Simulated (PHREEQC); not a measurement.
1 kg of water holding 0.0038 mol Na2SO4, 0.0056 mol NaOH, 0.19 mol Na2CO3 and 0.41 mol NaCl is evaporated at 30 °C; the solids stay in contact with the brine. CO2 is held at log p = -3.4 (atm). Solids allowed: Burkeite, Halite, Mirabilite, Nahcolite, Natron, Thenardite, Trona. Others were left out.

The series has 20 steps of water left (kg), from 0.9994 to 0.01869.

All values are PHREEQC results (Pitzer model, pitzer.dat), not measurements.

Question: Which solids form, in which order, and at which step of the series does each first stand?

Answer: Trona from water left = 0.1405 kg (pH 9.96); Halite from water left = 0.07367 kg (pH 9.71).

Species that the database lacks are ignored.
